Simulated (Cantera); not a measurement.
Feed: 1 mol B, 4 mol NH3, 9.8 mol H2O, held at 1152 °C and 0.0133 bar.

These are equilibrium values from Cantera (NASA tables, ideal gas, pure condensed phases), not measurements of a reactor. Candidate condensed phases: B, BN, B2O3, B3O3H3, H2O; 39 gas species. Gases not in the tables: H3BO3. Rates play no part.

Base state: H2O 0.427, H2 0.410, N2 0.109, HBO2 0.0540, B2O3 0.000203, (HBO2)3 9.09e-5, H 3.78e-5, HBO 1.73e-5 (mole fractions); condensed: gas only.

### Question
What changes in the equilibrium state with this change: temperature from 1152 °C to 1627 °C?

### Answer
```tsv
species	before	after
H2O	0.427	0.426
H2	0.410	0.407
N2	0.109	0.109
H	3.78e-5	0.00438
HBO2	0.0540	0.0531
(HBO2)3	9.09e-5	<1e-9
BO	4.67e-8	3.37e-5
OH	8.61e-7	0.000377
BO2	1.35e-7	5.69e-5
HBO	1.73e-5	0.000195
```
